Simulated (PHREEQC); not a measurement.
## Nickel, zinc or cadmium bath (model solution)

Solution (25 °C): 150 mmol/kgw CdSO4 and 1.4 mmol/kgw H2SO4. Closed to the air; pH follows from the charge balance.

Equilibrium calculation in PHREEQC: ion-association model, phreeqc.dat.

```
Property                  Value
----------------  -------------
pH                         2.99
ionic strength    0.269 mol/kgw
density             1.027 g/cm³
total alkalinity   -2.80 meq/kg
```

| species | molality | activity | log γ |
|---|---|---|---|
| Cd+2 | 0.0668 | 0.0196 | -0.532 |
| CdSO4 | 0.0580 | 0.0617 | 0.027 |
| SO4-2 | 0.0416 | 0.0109 | -0.582 |
| Cd(SO4)2-2 | 0.0251 | 0.00738 | -0.532 |
| HSO4- | 0.00149 | 0.00110 | -0.133 |
| H+ | 0.00131 | 0.00103 | -0.104 |
| Cd2OH+3 | 2.39e-9 | 1.52e-10 | -1.197 |
| CdOH+ | 2.14e-9 | 1.58e-9 | -0.133 |

No solid was allowed to form.
